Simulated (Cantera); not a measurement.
Charge: 1 mol CuO, 0.52 mol CO, held at 1750 K and 0.00260 bar.

Equilibrium computed with Cantera from the NASA thermochemical tables; the gas is ideal and each condensed phase is pure. Candidate condensed phases: C, Cu, CuO, Cu₂O; 15 gas species. Kinetics and transport are ignored.

Base state: CO₂ 0.601, O₂ 0.280, Cu 0.115, CO 0.00269, O 0.000776, CuO 0.000436, Cu₂ 0.000176 (mole fractions); condensed: Cu(l).

### Question
What changes in the equilibrium state with this change: CO from 0.52 to 0.81 mol?

### Answer
| species | before | after |
|---|---|---|
| CO₂ | 0.601 | 0.783 |
| Cu | 0.115 | 0.115 |
| O₂ | 0.280 | 0.0952 |
| CO | 0.00269 | 0.00601 |
| CuO | 0.000436 | 0.000254 |
| O | 0.000776 | 0.000453 |
| Cu₂ | 0.000176 | 0.000176 |
| Cu(l), mol | 0.900 | 0.881 |

### Question
What changes in the equilibrium state with this change: CO from 0.52 to 5.2 mol?

### Answer
```
species       before     after
----------  --------  --------
CO           0.00269     0.715
CO₂            0.601     0.170
Cu             0.115     0.115
O₂             0.280   3.18e-7
O           0.000776   8.27e-7
CuO         0.000436   4.64e-7
Cu₂         0.000176  0.000176
Cu(l), mol     0.900     0.323
```
